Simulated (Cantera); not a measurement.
What does this Cantera script print?

```python
import numpy as np
import cantera as ct

gas_names = """
    C CN CO CO2 C2 CCN CNC C2N2 C2O C3 C3O2 C4 C4N2 C5 N NCO NO NO2 NO3 N2 N2O O O2 O3 Pb PbO Pb2
""".split()
cond_names = """
    C(gr) Pb(cr) Pb(L) PbO(rd) PbO(yw) PbO(L) PbO2(s) Pb3O4(s)
""".split()


# ... load() reads the species with a 1 bar reference pressure and builds the phases ...
atoms = {
    'PbO': {'Pb': 1, 'O': 1},
    'CO': {'C': 1, 'O': 1},
    'N2': {'N': 2},
}
top_T = {'C(gr)': 4500, 'Pb3O4(s)': 820}  # K; cautious upper limits of use, not melting points


# ... equilibrate(T, P, feed) seeds the gas with the atoms and calls Mixture.equilibrate('TP', solver="vcs", rtol=1e-11, max_steps=5000) ...
results = []
feed = {'PbO': 1, 'CO': 5.6, 'N2': 0.16}  # mol
T = 1150  # K
for P in [10, 100, 1000, 10000, 100000, 1000000]:
    mix = equilibrate(T, P, feed)
    results.append((T, P, feed, dict(zip(mix.species_names, mix.species_moles))))

top = {s: max(r[3][s] / sum(r[3][g] for g in gas_names) for r in results) for s in gas_names}
cols = sorted((s for s in top if top[s] > 1e-05), key=lambda s: -top[s])[:9]
seen = [c for c in cond_names if any(r[3].get(c, 0) > 1e-12 for r in results)]
print("log10 of partial pressures in bar; condensed amounts in mol")
print(f"{'P/Pa':>10s}" + "".join(f"{s[:9]:>10s}" for s in cols + seen))
for T, P, feed, n in results:
    ng = sum(n[g] for g in gas_names)
    print(f"{P:10.4g}" + "".join(f"{np.log10(max(n[s] / ng * P / 1e5, 1e-99)):10.3f}" for s in cols)
          + "".join(f"{n.get(c, 0):10.4g}" for c in seen))
```

Result:

```
log10 of partial pressures in bar; condensed amounts in mol
      P/Pa        CO       CO2        Pb        N2     C(gr)     Pb(L)
        10    -4.167    -4.830    -4.830    -5.626         0         0
       100    -3.167    -3.830    -3.830    -4.626         0         0
      1000    -2.110    -2.773    -3.538    -3.569         0    0.8281
     1e+04    -1.099    -1.762    -3.538    -2.558         0    0.9833
     1e+05    -0.098    -0.761    -3.538    -1.556         0    0.9983
     1e+06     0.875     0.346    -3.538    -0.539    0.2263    0.9998
```

Cantera equilibrium calculation (NASA polynomials, part measured and part estimated; ideal gas, pure solids and liquids).
